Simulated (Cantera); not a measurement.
Feed: 1 mol SiHCl3, 0.098 mol HCl, 45 mol N2, equilibrated at 1227 °C.

Method: chemical equilibrium by Gibbs-energy minimisation in Cantera with the NASA 1993 tables (ideal gas, pure condensed phases). Candidate condensed phases: NH4Cl, Si, Si3N4; 28 gas species. The numbers say what is thermodynamically allowed, not how fast it happens.

**Question.** Which condensed phases are stable at each of these points (P (Pa)): 100, 260, 670, 1700, 4500, 12000, 30000, 77000, 200000?

**Answer.** 
```tsv
P (Pa)	condensed phases	Si condensed (%)
100	gas only	0.0
260	gas only	0.0
670	gas only	0.0
1700	Si3N4(s)	5.0
4500	Si3N4(s)	16.9
12000	Si3N4(s)	28.1
30000	Si3N4(s)	35.6
77000	Si3N4(s)	40.3
200000	Si3N4(s)	42.8
```

From 0.750 Torr to 5.03 Torr nothing is condensed. From 12.8 Torr to 1500 Torr the condensed part is Si3N4(s).
